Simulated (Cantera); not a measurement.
Input: 1 mol MgO, 0.064 mol N₂, at 2250 °C and 10.0 Torr.

Method: chemical equilibrium by Gibbs-energy minimisation in Cantera with the NASA 1993 tables (ideal gas, pure condensed phases). Candidate condensed phases: Mg, MgO; 13 gas species. Kinetics and transport are ignored.

Task: What is the equilibrium state?

Result: 
```
Item                                   Result
--------------------------------  -----------
x(N₂)                                   0.800
x(Mg)                                   0.117
x(O₂)                                  0.0395
x(O)                                   0.0279
x(NO)                                  0.0105
x(MgO)                                0.00519
x(N)                                  2.80e-6
x(MgN)                                1.25e-6
n(MgO(s))                           0.990 mol
gas amount                        0.07952 mol
log10 activity of Mg(l) (absent)        -4.95
```
